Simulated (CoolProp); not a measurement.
Vapour-liquid equilibrium of cis-2-butene (1) + acetone (2) at 401 K; x and y are mole fractions of (1).

The numbers come from the multi-fluid Helmholtz-energy mixture model, Lemmon 2005 and Lemmon 2006; pair parameters Bell 2016 in CoolProp.

```csv
x,"bubble pressure, mixture model (bar)","bubble pressure, Raoult's law (bar)","y, mixture model","y, Raoult's law"
0.05,8.734,8.045,0.185,0.148
0.2,12.78,10.54,0.479,0.453
0.35,15.96,13.04,0.619,0.640
0.5,18.42,15.53,0.708,0.768
0.65,20.42,18.03,0.781,0.860
0.8,22.14,20.52,0.860,0.930
0.95,23.52,23.02,0.959,0.984
```

The largest gap from Raoult's law is +22.4 % in bubble pressure, at x = 0.35. No azeotrope shows between x = 0.05 and 0.95.

The pair parameters rest on a limited set of measurements; away from them the model extrapolates.
